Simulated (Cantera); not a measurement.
Mixture: CH4 : CO : O2 : N2 : CO2 = 1 : 0.24 : 4.42 : 16.6 : 2.3 (molar parts), equivalence ratio 0.48, at 720000 Pa, adiabatic and at constant pressure. Ignition delay is the time to a rise of 400 K.

Computed with Cantera and GRI-Mech 3.0 (53 species, 325 reactions).

**Question.** What does this change do: pressure from 720000 Pa to 101000 Pa?

**Answer.** 
| quantity | before | after |
|---|---|---|
| delay at 1098 K | 26.9 ms | 0.178 s |
| delay at 1198 K | 6.32 ms | 37.7 ms |
| delay at 1298 K | 1.81 ms | 9.50 ms |
| delay at 1398 K | 0.599 ms | 2.86 ms |
| delay at 1498 K | 0.223 ms | 1.04 ms |
| delay at 1598 K | 93.0 µs | 0.447 ms |
| apparent activation energy between 1398 and 1598 K | 170 kJ/mol | 170 kJ/mol |

**Question.** What does this change do: pressure from 720000 Pa to 100000 Pa?

**Answer.** 
| quantity | before | after |
|---|---|---|
| delay at 1098 K | 26.9 ms | 0.180 s |
| delay at 1198 K | 6.32 ms | 38.1 ms |
| delay at 1298 K | 1.81 ms | 9.60 ms |
| delay at 1398 K | 0.599 ms | 2.89 ms |
| delay at 1498 K | 0.223 ms | 1.05 ms |
| delay at 1598 K | 93.0 µs | 0.452 ms |
| apparent activation energy between 1398 and 1598 K | 170 kJ/mol | 170 kJ/mol |

**Question.** What does this change do: O2 4.42 to 2 parts?

**Answer.** 
| quantity | before | after |
|---|---|---|
| delay at 1098 K | 26.9 ms | 90.4 ms |
| delay at 1198 K | 6.32 ms | 22.4 ms |
| delay at 1298 K | 1.81 ms | 6.48 ms |
| delay at 1398 K | 0.599 ms | 2.06 ms |
| delay at 1498 K | 0.223 ms | 0.701 ms |
| delay at 1598 K | 93.0 µs | 0.255 ms |
| apparent activation energy between 1398 and 1598 K | 170 kJ/mol | 190 kJ/mol |
